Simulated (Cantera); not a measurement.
Input: 1 mol Cr, 0.048 mol H₂O, 13 mol H₂, held at 59.0 mbar.

Method: chemical equilibrium by Gibbs-energy minimisation in Cantera with the NASA 1993 tables (ideal gas, pure condensed phases). Candidate condensed phases: Cr, Cr₂O₃, H₂O; 13 gas species. The numbers say what is thermodynamically allowed, not how fast it happens.

**Question.** At 1950 °C, list the 4 most abundant gas species with their mole fractions, and the condensed phases.

**Answer.** H₂ 0.902, Cr 0.0701, H 0.0250, H₂O 0.00315. Condensed: gas only.
